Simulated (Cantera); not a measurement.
**Gas-phase reforming**

An isothermal, constant-pressure homogeneous reactor starts with 27.8 % CH₄, 69.4 % H₂O, 2.78 % H₂, at 1850 K and 7.40 atm.

Detailed kinetics in Cantera: GRI-Mech 3.0 (53 species, 325 reactions).

```csv
t (s),x CH₄,x H₂O,x H₂,x CH₂CO,x CO₂,x HCO,x OH
4.00e-6,0.275,0.694,0.0294,4.07e-10,2.45e-10,2.74e-9,1.44e-5
1.53e-5,0.264,0.691,0.0375,1.57e-7,1.20e-7,3.76e-8,2.14e-5
5.87e-5,0.225,0.672,0.0789,1.30e-5,1.10e-5,7.04e-8,2.17e-5
0.000225,0.152,0.624,0.172,6.81e-5,0.000179,3.77e-8,1.76e-5
0.000862,0.0784,0.565,0.272,9.26e-5,0.00165,2.17e-8,1.48e-5
0.00330,0.0389,0.493,0.357,7.49e-5,0.00848,2.34e-8,1.22e-5
0.0126,0.0274,0.393,0.444,3.22e-5,0.0171,4.51e-8,8.70e-6
0.0485,0.0148,0.296,0.526,6.20e-6,0.0189,7.60e-8,5.97e-6
0.186,0.00246,0.254,0.566,2.37e-7,0.0178,9.13e-8,4.92e-6
0.711,5.32e-6,0.250,0.571,2.70e-10,0.0176,9.31e-8,4.84e-6
2.73,8.78e-7,0.250,0.571,4.52e-11,0.0176,9.31e-8,4.84e-6
10.4,8.78e-7,0.250,0.571,4.52e-11,0.0176,9.31e-8,4.84e-6
40.0,8.78e-7,0.250,0.571,4.52e-11,0.0176,9.31e-8,4.84e-6
```
x: mole fraction; the columns are a selection and need not sum to one.

Equilibrium at this temperature and pressure: CH₄ 9.70e-7, H₂O 0.250, H₂ 0.571, CH₂CO 5.00e-11, CO₂ 0.0176, HCO 9.31e-8, OH 4.84e-6 (gas phase only).
